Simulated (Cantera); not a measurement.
Feed: 1 mol N₂O, 3.6 mol O₂, 0.63 mol SO₂, at 1 atm.

These are equilibrium values from Cantera (NASA tables, ideal gas, pure condensed phases), not measurements of a reactor. Candidate condensed phases: S; 32 gas species. Ions and electrons are included (thermal ionisation). Rates play no part. All values below are at 3250 K.

Base state: O₂ 0.541, O 0.183, N₂ 0.136, SO₂ 0.0808, NO 0.0421, SO 0.0173, S 0.000721, SO₃ 4.05e-5 (mole fractions); condensed: gas only.

Problem. What changes in the equilibrium state with this change: pressure from 1 atm to 8.00 bar?

Solution. 
```json
[
 {"species": "O₂", "before": "0.541", "after": "0.633"},
 {"species": "N₂", "before": "0.136", "after": "0.144"},
 {"species": "SO₂", "before": "0.0808", "after": "0.0985"},
 {"species": "O", "before": "0.183", "after": "0.0703"},
 {"species": "SO", "before": "0.0173", "after": "0.00694"},
 {"species": "NO", "before": "0.0421", "after": "0.0469"},
 {"species": "S", "before": "0.000721", "after": "9.51e-5"},
 {"species": "SO₃", "before": "4.05e-5", "after": "0.000150"}
]
```
